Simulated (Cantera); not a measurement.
What does this Cantera script print?

```python
import numpy as np
import cantera as ct

gas_names = """
    F F2 H HF H2 H2F2 H3F3 H4F4 H5F5 H6F6 H7F7 Si SiF SiF2 SiF3 SiF4 SiH SiHF3 SiH2 SiH2F2 SiH3 SiH3F
    SiH4 Si2 Si3
""".split()
cond_names = """
    Si(cr) Si(L)
""".split()


def load(file, names, dense=False):
    # The tables refer to 1 bar. Condensed volumes are neglected.
    table = {s.name: s for s in ct.Species.list_from_file(file)}
    out = []
    for n in names:
        d = dict(table[n].input_data)
        d["thermo"] = dict(d["thermo"], **{"reference-pressure": 1e5})
        if dense:
            d["equation-of-state"] = {"model": "constant-volume", "density": "1e6 g/cm^3"}
        out.append(ct.Species.from_dict(d))
    return out


gas = ct.Solution(thermo="ideal-gas", species=load("nasa_gas.yaml", gas_names))
cond = {s.name: ct.Solution(thermo="fixed-stoichiometry", species=[s], name=s.name)
        for s in load("nasa_condensed.yaml", cond_names, dense=True)}
atoms = {
    'Si': {'Si': 1},
    'F2': {'F': 2},
    'H2': {'H': 2},
}
top_T = {}  # K; cautious upper limits of use, not melting points


def equilibrate(T, P, feed):
    n = {}
    for name, mol in feed.items():
        for a, k in atoms[name].items():
            n[a] = n.get(a, 0.0) + k * mol
    gas.TPX = T, P, n
    mass = sum(n.values()) * gas.mean_molecular_weight
    gas.equilibrate("TP")
    valid = [c for c in cond.values() if c.min_temp <= T <= top_T.get(c.name, c.max_temp)]
    mix = ct.Mixture([(gas, mass / gas.mean_molecular_weight)] + [(c, 0.0) for c in valid])
    mix.T, mix.P = T, P
    mix.equilibrate("TP", solver="vcs", rtol=1e-11, max_steps=5000)
    return mix


results = []
feed = {'Si': 1, 'F2': 0.96, 'H2': 0.2}  # mol
T = 675  # K
P = 17  # Pa
mix = equilibrate(T, P, feed)
results.append((T, P, feed, dict(zip(mix.species_names, mix.species_moles))))
x = sorted(zip(gas.X, gas.species_names), reverse=True)
print(f"T = {T:g} K  P = {P:g} Pa  gas = {mix.phase_moles(0):.4g} mol")
print("   x: " + "  ".join(f"{s} {v:.3e}" for v, s in x if v > 1e-06))
print("   condensed (mol): " + ("  ".join(f"{mix.phase(i).name} {mix.phase_moles(i):.4g}"
      for i in range(1, mix.n_phases) if mix.phase_moles(i) > 1e-12) or "none"))
```

Output:

```
T = 675 K  P = 17 Pa  gas = 0.6795 mol
   x: SiF4 7.041e-01  H2 2.928e-01  SiHF3 3.160e-03  SiH2F2 9.402e-06  SiF3 3.115e-06
   condensed (mol): Si(cr) 0.5195
```

These are equilibrium values from Cantera (NASA tables, ideal gas, pure condensed phases), not measurements of a reactor.
